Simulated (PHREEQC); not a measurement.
A column of 0.5 m (30 cells, dispersivity 0.025 m, 60 s a shift, diffusion coefficient 3e-10 m²/s) holds 0.016 eq of the database's cation exchanger X per kg of pore water, first in equilibrium with 2 mmol/kgw KBr, 35 mmol/kgw MnCl2 and 0.01 mmol/kgw HCl. It is flushed with 0.019 mol BaCl2 and 1e-05 mol HCl per kg of water, at 25 °C. Values are for the last cell. The system is closed to CO2. Precipitation was switched off in this run.

Base run: PHREEQC, ion-association model, phreeqc.dat. Each further column changes one thing. The table gives Ba in solution (mol/kgw).

| pore volumes | base | exchange capacity from 0.016 to 0.008 eq/kgw | dispersivity from 0.025 to 0.05 m |
|---|---|---|---|
| 0 | 0 | 0 | 0 |
| 0.4167 | 1.72e-7 | 3.04e-6 | 1.93e-5 |
| 0.8167 | 0.000473 | 0.00203 | 0.00174 |
| 1.117 | 0.00370 | 0.00839 | 0.00589 |
| 1.517 | 0.0124 | 0.0157 | 0.0122 |
| 1.917 | 0.0172 | 0.0183 | 0.0160 |
| 2.217 | 0.0184 | 0.0188 | 0.0175 |
| 2.617 | 0.0189 | 0.0190 | 0.0184 |
| 3.017 | 0.0190 | 0.0190 | 0.0188 |
